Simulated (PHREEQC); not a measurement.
Alkaline etch or developer: an equilibrium model

A solution holds 0.27 mol NH3, 0.011 mol H3BO3 and 0.029 mol K3PO4 per kg of water, at 20 °C. Closed to the air; pH follows from the charge balance.

All values are PHREEQC results (ion-association model, phreeqc.dat), not measurements.

This is a speciation only: nothing precipitates in the calculation.

**Question.** What pH, ionic strength, activity of water does the model give?

**Answer.** pH 11.74; ionic strength 0.146 mol/kgw; activity of water 0.993.

**Question.** In which forms is P present?

**Answer.** PO4-3 51 %, HPO4-2 47 %, KHPO4- 2.5 % of the P.

Complexes and solids missing from the database can't appear.
